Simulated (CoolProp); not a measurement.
A simple Rankine cycle with n-pentane: condensing at 298.15 K, boiler at 1.09 MPa, turbine inlet 552.3 K, turbine efficiency 0.9, pump efficiency 0.6, no recuperator. Each further row changes one setting.

Values from CoolProp's reference Helmholtz-energy equation of state, Thol 2019.

```json
[
 {"case": "as stated", "thermal efficiency (%)": "15.5", "net work (kJ/kg)": "142", "heat in (kJ/kg)": "915", "turbine exit temperature (K)": "491.6", "volume ratio over the turbine": "15.1"},
 {"case": "turbine inlet 572.3 K", "thermal efficiency (%)": "15.3", "net work (kJ/kg)": "148", "heat in (kJ/kg)": "971", "turbine exit temperature (K)": "511.4", "volume ratio over the turbine": "15.0"},
 {"case": "condensing temperature 290.15 K", "thermal efficiency (%)": "16.9", "net work (kJ/kg)": "157", "heat in (kJ/kg)": "933", "turbine exit temperature (K)": "485.3", "volume ratio over the turbine": "20.3"},
 {"case": "boiler pressure 0.763 MPa", "thermal efficiency (%)": "13.7", "net work (kJ/kg)": "126", "heat in (kJ/kg)": "921", "turbine exit temperature (K)": "500.0", "volume ratio over the turbine": "10.5"},
 {"case": "turbine efficiency 0.8", "thermal efficiency (%)": "13.8", "net work (kJ/kg)": "126", "heat in (kJ/kg)": "915", "turbine exit temperature (K)": "498.0", "volume ratio over the turbine": "15.3"}
]
```
